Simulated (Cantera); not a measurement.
Charge: 1 mol Si₃N₄, a varied amount of CO₂, 1.6 mol H₂, equilibrated at 1848.15 K and 0.0100 bar.

Equilibrium computed with Cantera from the NASA thermochemical tables; the gas is ideal and each condensed phase is pure. Candidate condensed phases: C, C₆H₆, C₇H₈, C₈H₁₈, H₂O, Si, SiC, SiO₂, Si₂N₂O, Si₃N₄; 151 gas species. Mutual solubility and eutectic melting of coexisting phases are not modelled. The tables' values for SiN are old estimates; treat these amounts as uncertain. Gases not in the tables: Si₂H₆ and higher silanes. Kinetics and transport are ignored.

log p: log10 of the partial pressure in bar; n: condensed amount in mol.

```tsv
n(CO₂) (mol)	log p N₂	log p H₂	log p SiO	log p CO	log p H	log p Si	log p HCN	n Si(l)	n SiC(s)
0.01	-2.26	-2.36	-4.32	-5.17	-4.45	-5.20	-5.95	2.97	[?]
0.015	-2.26	-2.36	-4.14	-4.99	-4.45	-5.20	-5.95	2.96	[?]
0.023	-2.26	-2.36	-3.96	-4.81	-4.46	-5.20	-5.95	2.94	[?]
0.034	-2.26	-2.36	-3.79	-4.64	-4.46	-5.20	-5.95	2.91	[?]
0.051	-2.27	-2.37	-3.62	-4.47	-4.46	-5.20	-5.96	2.87	[?]
0.075	-2.27	-2.37	-3.46	-4.31	-4.46	-5.20	-5.96	2.81	[?]
0.11	-2.28	-2.38	-3.30	-4.15	-4.47	-5.20	-5.97	2.72	[?]
0.17	-2.30	-2.39	-3.12	-3.98	-4.47	-5.20	-5.98	2.57	[?]
0.25	-2.31	-2.41	-2.97	-3.83	-4.48	-5.20	-6.00	2.37	[?]
0.37	-2.34	-2.44	-2.83	-3.68	-4.49	-5.20	-6.02	2.07	[?]
0.56	-2.37	-2.47	-2.68	-3.54	-4.51	-5.20	-6.06	1.59	[?]
0.83	-2.42	-2.52	-2.56	-3.41	-4.54	-5.20	-6.11	0.914	[?]
```

**Question.** Some entries are withheld; supply them.

**Answer.** 
- 0.01, n SiC(s): 0.00708
- 0.015, n SiC(s): 0.0109
- 0.023, n SiC(s): 0.0169
- 0.034, n SiC(s): 0.0252
- 0.051, n SiC(s): 0.0380
- 0.075, n SiC(s): 0.0561
- 0.11, n SiC(s): 0.0825
- 0.17, n SiC(s): 0.128
- 0.25, n SiC(s): 0.188
- 0.37, n SiC(s): 0.279
- 0.56, n SiC(s): 0.422
- 0.83, n SiC(s): 0.626
